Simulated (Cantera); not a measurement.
An isothermal, constant-pressure homogeneous reactor starts with CH4 : CO2 : H2 : H2O = 1 : 1.4 : 0.51 : 0.017 (molar parts), at 1600 K and 0.300 bar.

Detailed kinetics in Cantera: GRI-Mech 3.0 (53 species, 325 reactions).

x: mole fraction; the columns are a selection and need not sum to one.

```
t (s)       x CH4   x CO2   x H2      x CO       x O   x HO2
--------  -------  ------  -----  --------  --------  ------
3.00e-6     0.342   0.478  0.174   2.49e-8    <1e-12  <1e-12
1.11e-5     0.342   0.478  0.174   1.46e-7    <1e-12  <1e-12
4.08e-5     0.342   0.478  0.174   1.19e-6    <1e-12  <1e-12
0.000150    0.341   0.478  0.174   1.30e-5    <1e-12  <1e-12
0.000555    0.341   0.478  0.174  0.000146  4.02e-12  <1e-12
0.00205     0.339   0.477  0.175   0.00119  1.24e-11  <1e-12
0.00755     0.327   0.468  0.180   0.00662  1.85e-11  <1e-12
0.0278      0.285   0.433  0.201    0.0275  2.21e-11  <1e-12
0.103       0.187   0.326  0.230    0.0995  3.11e-11  <1e-12
0.378           …       …  0.227         …  5.23e-11  <1e-12
1.40       0.0236  0.0817  0.281     0.320  6.55e-11  <1e-12
5.15       0.0152  0.0525  0.356     0.391  5.73e-11  <1e-12
19.0      0.00709  0.0311  0.418     0.443  5.10e-11  <1e-12
70.0            …       …  0.446     0.464  4.63e-11  <1e-12
```

### Question
What belongs in the gaps?

### Answer

- 0.378, x CH4: 0.0654
- 0.378, x CO2: 0.145
- 0.378, x CO: 0.243
- 70.0, x CH4: 0.00170
- 70.0, x CO2: 0.0227
